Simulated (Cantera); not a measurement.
Charge: 1 mol Si, 1 mol Cl2, 13 mol H2, equilibrated at 1425 °C and 0.100 bar.

Method: chemical equilibrium by Gibbs-energy minimisation in Cantera with the NASA 1993 tables (ideal gas, pure condensed phases). Candidate condensed phases: Si; 19 gas species. The tables' values for SiCl3, SiCl are old estimates; treat these amounts as uncertain. Gases not in the tables: Si2H6 and higher silanes. The numbers say what is thermodynamically allowed, not how fast it happens.

Base state: H2 0.887, HCl 0.0837, SiCl2 0.0284, SiCl3 0.000649, H 0.000431, SiHCl3 5.98e-5, Cl 3.16e-5, SiCl 3.03e-5 (mole fractions); condensed: Si(l).

Question: What changes in the equilibrium state with this change: Cl2 from 1 to 0.56 mol?

Answer: 
| species | before | after |
|---|---|---|
| H2 | 0.887 | 0.930 |
| HCl | 0.0837 | 0.0569 |
| SiCl2 | 0.0284 | 0.0125 |
| SiCl4 | 2.93e-5 | 5.68e-6 |
| SiCl3 | 0.000649 | 0.000190 |
| SiHCl3 | 5.98e-5 | 1.79e-5 |
| Si(l), mol | 0.591 | 0.827 |
